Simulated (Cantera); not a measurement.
A perfectly stirred reactor is fed with 2.81 % CH₄, 96.8 % H₂, 0.435 % N₂, at 135 Torr; it is held at 2325 K, and followed from long to short residence time.

Model: GRI-Mech 3.0 (53 species, 325 reactions), integrated in Cantera. GRI-Mech 3.0 stops at C3 and has no aromatics, soot or wall deposition, so with more carbon than oxygen in the feed, carbon stays in small species such as C2H2 where larger ones or solid carbon would form.

x: mole fraction; the columns are a selection and need not sum to one.

```csv
τ (s),x CH₄,x H₂,x C₂H₄,x HCN,x C₂H₂,x C₂H
0.85,0.000167,0.957,3.30e-6,…,0.0133,1.68e-5
0.38,0.000246,0.957,3.37e-6,…,0.0133,1.65e-5
0.17,0.000374,0.958,3.52e-6,…,0.0132,1.61e-5
0.077,0.000581,0.958,3.83e-6,…,0.0130,1.54e-5
0.035,0.000925,0.959,4.52e-6,…,0.0128,1.44e-5
0.016,0.00150,0.960,6.06e-6,…,0.0124,1.30e-5
0.0070,0.00255,0.961,9.80e-6,…,0.0118,1.12e-5
```

Task: Some entries are withheld; supply them.

Result: 
- 0.85, x HCN: 6.86e-5
- 0.38, x HCN: 4.35e-5
- 0.17, x HCN: 2.75e-5
- 0.077, x HCN: 1.72e-5
- 0.035, x HCN: 1.04e-5
- 0.016, x HCN: 6.07e-6
- 0.0070, x HCN: 3.23e-6
